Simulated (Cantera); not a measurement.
What does this Cantera script print?

```python
import numpy as np
import cantera as ct

gas_names = """
    NO2 TaO2 NO
""".split()
cond_names = """
    Ta(cr) Ta(L)
""".split()


# ... load() reads the species with a 1 bar reference pressure and builds the phases ...
species = {s.name: s for s in load("nasa_gas.yaml", gas_names) + load("nasa_condensed.yaml", cond_names)}
# Each term lists the table entries of one substance; the one whose range holds T is used.
reactions = {
    'Ta + 2 NO2(g) = TaO2(g) + 2 NO(g)':
        [(-1, ['Ta(cr)', 'Ta(L)']), (-2, ['NO2']), (1, ['TaO2']), (2, ['NO'])],
}


def pick(names, T):
    return next(species[n] for n in names if species[n].thermo.min_temp <= T <= species[n].thermo.max_temp)


results = []
for label, terms in reactions.items():
    print(label)
    print("     T/K   dH/kJ  dS/(J/K)   dG/kJ   log10 K")
    for T in [300, 973, 1023, 1073, 1123, 1173, 1223, 1273, 1323, 1373]:
        used = [(nu, pick(names, T)) for nu, names in terms]
        dH = sum(nu * s.thermo.h(T) for nu, s in used) / 1e6
        dS = sum(nu * s.thermo.s(T) for nu, s in used) / 1e3
        dG = dH - T * dS / 1e3
        logK = -dG * 1e6 / (ct.gas_constant * T * np.log(10))
        results.append((label, T, dH, dS, dG, logK, [s.name for _, s in used]))
        print(f"{T:8g} {dH:8.1f} {dS:8.1f} {dG:8.1f} {logK:8.2f}")
```

Output:

```
Ta + 2 NO2(g) = TaO2(g) + 2 NO(g)
     T/K   dH/kJ  dS/(J/K)   dG/kJ   log10 K
     300    -86.7    180.0   -140.7    24.49
     973    -89.8    176.2   -261.2    14.02
    1023    -90.3    175.7   -270.0    13.79
    1073    -90.8    175.2   -278.8    13.57
    1123    -91.4    174.7   -287.6    13.37
    1173    -91.9    174.2   -296.3    13.19
    1223    -92.5    173.7   -305.0    13.03
    1273    -93.1    173.3   -313.7    12.87
    1323    -93.7    172.8   -322.3    12.72
    1373    -94.3    172.4   -330.9    12.59
```

Standard-state values (1 bar) from the NASA 1993 polynomials, evaluated with Cantera. Condensed species are held in their standard states even where they would react or evaporate.
